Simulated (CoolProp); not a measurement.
Vapour-liquid equilibrium of CH2F2 (R32) (1) + R125 (2) at 226.6 K; x and y are mole fractions of (1).

Model: multi-fluid Helmholtz-energy mixture model, Tillner-Roth 1997 and Lemmon 2005; pair parameters Lemmon 2004, in CoolProp.

```
x     bubble pressure (kPa)  y at the bubble point  dew pressure at overall composition x (kPa)  liquid density (mol/L)
----  ---------------------  ---------------------  -------------------------------------------  ----------------------
0.05                  110.9                  0.064                                        110.6                   12.86
0.2                   116.2                  0.245                                        114.8                   13.84
0.35                  121.0                  0.406                                        119.3                   14.95
0.5                   125.1                  0.550                                        123.7                   16.26
0.65                  128.4                  0.683                                        127.6                   17.82
0.8                   130.4                  0.812                                        130.3                   19.72
0.95                  130.9                  0.949                                        130.9                   22.10
```

y crosses x between x = 0.8 and 0.95: the model has an azeotrope there.

Pair parameters are fitted to limited data, so mixtures are less certain than the pure fluids.
